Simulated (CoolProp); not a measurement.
Computed with CoolProp (reference Helmholtz-energy equation of state, Thol 2016).

For hexamethyldisiloxane (MM), give the phase and the Z, cp (kJ/(kg K)), speed of sound (m/s), isothermal compressibility (1/MPa) at 595.2 K and 1810 kPa; 595.2 K and 4830 kPa.


- 595.2 K and 1810 kPa: gas; Z 0.784, cp 2.37, speed of sound 142, isothermal compressibility 0.707
- 595.2 K and 4830 kPa: supercritical; Z 0.518, cp 2.88, speed of sound 139, isothermal compressibility 0.217
